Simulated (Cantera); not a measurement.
Charge: 1 mol Fe(CO)5, 0.44 mol O2, 14 mol N2, 0.21 mol H2, held at 1.00 bar.

Method: chemical equilibrium by Gibbs-energy minimisation in Cantera with the NASA 1993 tables (ideal gas, pure condensed phases). Candidate condensed phases: C, C6H6, C7H8, C8H18, Fe, Fe(CO)5, FeO, Fe(OH)2, Fe(OH)3, Fe2O3, Fe3O4, H2O; 140 gas species. Mutual solubility and eutectic melting of coexisting phases are not modelled. The tables' stoichiometric FeO is somewhat more stable than real wüstite, so its field is too wide. FeO: taken at fixed stoichiometry. Condensed phases not in the tables: cementite and carbon dissolved in iron. The numbers say what is thermodynamically allowed, not how fast it happens.

x: gas mole fraction; n: condensed amount in mol.

| T (K) | x N2 | x CO | x CO2 | x H2 | x H2O | x CH4 | x H | n C(graphite) | n Fe(α) | n Fe(γ) | n FeO(s) |
|---|---|---|---|---|---|---|---|---|---|---|---|
| 973 | 0.730 | 0.214 | 0.0458 | 0.00964 | 0.00128 | 1.19e-5 | 1.06e-10 | 0.0226 | 1.00 | 0 | 0 |
| 1023 | 0.729 | 0.216 | 0.0443 | 0.00944 | 0.00148 | 2.52e-6 | 4.02e-10 | 0 | 1.00 | 0 | 0 |
| 1073 | 0.729 | 0.216 | 0.0441 | 0.00920 | 0.00173 | 5.81e-7 | 1.34e-9 | 0 | 1.00 | 0 | 0 |
| 1123 | 0.729 | 0.216 | 0.0438 | 0.00895 | 0.00198 | 1.52e-7 | 4.03e-9 | 0 | 1.00 | 0 | 0 |
| 1173 | 0.729 | 0.217 | 0.0436 | 0.00870 | 0.00223 | 4.43e-8 | 1.10e-8 | 0 | 1.00 | 0 | 0 |
| 1223 | 0.729 | 0.217 | 0.0430 | 0.00848 | 0.00245 | ? | ? | 0 | 0 | 0.993 | ? |
| 1273 | 0.729 | 0.219 | 0.0415 | 0.00832 | 0.00261 | 5.38e-9 | 6.50e-8 | 0 | 0 | 0.968 | 0.0317 |
| 1323 | 0.729 | 0.220 | 0.0402 | 0.00816 | 0.00277 | 2.16e-9 | 1.43e-7 | 0 | 0 | 0.946 | 0.0544 |
| 1373 | 0.729 | 0.221 | 0.0390 | 0.00802 | 0.00291 | 9.26e-10 | 2.98e-7 | 0 | 0 | 0.925 | 0.0754 |
| 1423 | 0.729 | 0.222 | 0.0378 | 0.00789 | 0.00304 | 4.22e-10 | 5.90e-7 | 0 | 0 | 0.905 | 0.0948 |
| 1473 | 0.729 | 0.224 | 0.0368 | 0.00777 | 0.00316 | 2.04e-10 | 1.12e-6 | 0 | 0 | 0.887 | 0.113 |
| 1523 | 0.729 | 0.224 | 0.0358 | 0.00765 | 0.00328 | ? | ? | 0 | 0 | 0.871 | ? |
| 1573 | 0.729 | 0.225 | 0.0349 | 0.00755 | 0.00338 | 5.47e-11 | 3.53e-6 | 0 | 0 | 0.855 | 0.145 |
| 1623 | 0.729 | 0.226 | 0.0340 | 0.00745 | 0.00348 | 3.03e-11 | 5.97e-6 | 0 | 0 | 0.840 | 0.159 |

### Question
Fill in the missing entries.

### Answer

- 1223, x CH4: 1.45e-8
- 1223, x H: 2.77e-8
- 1223, n FeO(s): 0.00698
- 1523, x CH4: 1.03e-10
- 1523, x H: 2.02e-6
- 1523, n FeO(s): 0.129
